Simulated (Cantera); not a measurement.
Input: 1 mol SiH2Cl2, 1400 mol H2, equilibrated at 1675 K and 100000 Pa.

Equilibrium computed with Cantera from the NASA thermochemical tables; the gas is ideal and each condensed phase is pure. Candidate condensed phases: Si; 19 gas species. Gases not in the tables: Si2H6 and higher silanes. The numbers say what is thermodynamically allowed, not how fast it happens.

Base state: H2 0.998, HCl 0.00141, H 0.000116, SiH2 1.12e-5 (mole fractions); condensed: Si(s).

Problem. What changes in the equilibrium state with this change: temperature from 1675 K to 1973.15 K?

Solution. 
```
species       before    after
----------  --------  -------
H2             0.998    0.997
HCl          0.00141  0.00141
H           0.000116  0.00135
SiH2         1.12e-5  9.07e-5
Si           4.34e-7  3.16e-5
SiH          7.28e-7  2.28e-5
Si(s), mol     0.970        0
Si(l), mol         0    0.784
```

Problem. What changes in the equilibrium state with this change: H2 from 1400 to 4 mol?

Solution. 
| species | before | after |
|---|---|---|
| H2 | 0.998 | 0.776 |
| HCl | 0.00141 | 0.129 |
| SiCl2 | 7.20e-6 | 0.0775 |
| SiCl3 | 9.28e-9 | 0.0104 |
| SiCl4 | <1e-9 | 0.00288 |
| SiHCl3 | 3.17e-9 | 0.00312 |
| Si(s), mol | 0.970 | 0.440 |
The tables' values for SiCl3, SiCl are old estimates; treat these amounts as uncertain.

Problem. What changes in the equilibrium state with this change: pressure from 100000 Pa to 460 Pa?

Solution. 
```tsv
species	before	after
H2	0.998	0.997
H	0.000116	0.00171
HCl	0.00141	0.00141
Si	4.34e-7	9.43e-5
SiH	7.28e-7	1.07e-5
SiH2	1.12e-5	1.12e-5
Si(s), mol	0.970	0.823
```
